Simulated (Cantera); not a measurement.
Input: 1 mol SiC, 0.3 mol O2, 110 mol H2, equilibrated at 1523 K and 13300 Pa.

Method: chemical equilibrium by Gibbs-energy minimisation in Cantera with the NASA 1993 tables (ideal gas, pure condensed phases). Mutual solubility and eutectic melting of coexisting phases are not modelled. The tables hold silica as quartz up to 1696 K and as liquid above; real silica turns to tridymite and cristobalite and melts near 1996 K. The numbers say what is thermodynamically allowed, not how fast it happens.

| species | before | after |
|---|---|---|
| H2 | 0.995 | 0.994 |
| CO | 0.00259 | 0.00271 |
| SiO | 0.00238 | 0.00271 |
| H | 6.31e-5 | 0.000631 |
| CH4 | 1.47e-5 | 1.41e-7 |
| H2O | 1.03e-5 | 1.13e-7 |
| SiC(s), mol | 0.712 | 0.700 |
| SiO2(β-quartz), mol | 0.0248 | 0 |
Gas species are given as mole fractions.

Problem. Which change was made?
A. O2 from 0.3 to 0.0039 mol
B. temperature from 1523 K to 1025 K
C. O2 from 0.3 to 0.0014 mol
D. pressure from 13300 Pa to 133 Pa

Solution. D, pressure from 13300 Pa to 133 Pa
